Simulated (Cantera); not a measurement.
A perfectly stirred reactor is fed with H2 : O2 : N2 = 1 : 0.877 : 6.58 (molar parts), equivalence ratio 0.57, at 0.630 bar; it is adiabatic with a 373 K inlet, and is followed from long to short residence time, starting on the burning branch (τ in s: 0.14, 0.062, 0.027, 0.012, 0.0052, 0.0023, 0.00098, 0.00043, 0.00019, 8.2e-05, 3.6e-05, 1.6e-05, 6.8e-06).

Cantera simulation using the H2/O2 subset of GRI-Mech 3.0, which has no nitrogen chemistry; the numbers are that mechanism's predictions, not measurements.

### Question
What does this change do: inlet temperature 373 to 450 K?

### Answer
| quantity | before | after |
|---|---|---|
| blow-out, bracketed by the residence times tried | burning at 0.430 ms, out at 0.190 ms | burning at 0.430 ms, out at 0.190 ms |
| x(H2) at τ = 0.140 s | 0.000277 | 0.000248 |
| x(O2) at τ = 0.140 s | 0.0474 | 0.0473 |
| x(OH) at τ = 0.140 s | 0.000353 | 0.000471 |
| x(HO2) at τ = 0.140 s | 5.86e-6 | 4.52e-6 |
| x(H2O) at τ = 0.140 s | 0.125 | 0.125 |
| x(H2) at τ = 0.980 ms | 0.00767 | 0.00626 |
| x(O2) at τ = 0.980 ms | 0.0505 | 0.0496 |
| x(OH) at τ = 0.980 ms | 0.00128 | 0.00172 |
| x(HO2) at τ = 0.980 ms | 2.57e-5 | 2.19e-5 |
| x(H2O) at τ = 0.980 ms | 0.115 | 0.116 |
